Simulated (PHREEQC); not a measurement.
**Hard or scaling water (model solution)**

Solution (25 °C): 0.42 mmol/kgw Ca(HCO3)2 and 0.032 mmol/kgw Na2SO4. Closed to the air; pH follows from the charge balance.

Equilibrium calculation in PHREEQC: Pitzer model, pitzer.dat.

No solid was allowed to form.

Q: Estimate the pH.

A: pH 8.26.

Q: In which forms is C present?

A: HCO3- 98 %, CO2 1.1 %, CO3-2 0.9 % of the C.
